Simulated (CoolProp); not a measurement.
Vapour-liquid equilibrium of R152A (1) + n-pentane (2) at 17.55 °C; x and y are mole fractions of (1).

The numbers come from the multi-fluid Helmholtz-energy mixture model, Outcalt 1996 and Thol 2019; pair parameters Bell 2016 in CoolProp.

Q: Give the bubble pressure and the first vapour's composition at x = 0.125, 0.2, 0.35. Is there an azeotrope?

A: x = 0.125: 214.1 kPa, y = 0.770; x = 0.2: 274.7 kPa, y = 0.826; x = 0.35: 344.7 kPa, y = 0.870. No azeotrope shows between x = 0.05 and 0.95.

Pair parameters are fitted to limited data, so mixtures are less certain than the pure fluids. With so large a gap from Raoult's law the liquid may split in two, which this calculation doesn't test in full.
